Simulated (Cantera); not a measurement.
A closed system holds: 1 mol B, 24 mol H2, 2.2 mol N2, held at 1023 K and 73.5 Torr.

Equilibrium computed with Cantera from the NASA thermochemical tables; the gas is ideal and each condensed phase is pure. Candidate condensed phases: B, BN; 15 gas species. N2 is the only nitrogen source here; it is nearly inert below about 1500 K, so the nitride shown seldom forms there in practice. Equilibrium is a limit: real reactors are often held back by kinetics, nucleation or transport.

Base state: H2 0.934, N2 0.0661, NH3 1.14e-5 (mole fractions); condensed: BN(s).

Problem. What changes in the equilibrium state with this change: B replaced by BCl3?

Solution. 
```json
[
 {"species": "H2", "before": "0.934", "after": "0.827"},
 {"species": "HCl", "before": "0", "after": "0.110"},
 {"species": "N2", "before": "0.0661", "after": "0.0625"},
 {"species": "NH3", "before": "1.14e-5", "after": "9.24e-6"},
 {"species": "BN(s), mol", "before": "1.00", "after": "1.00"}
]
```
Further candidate phases: NH4Cl.
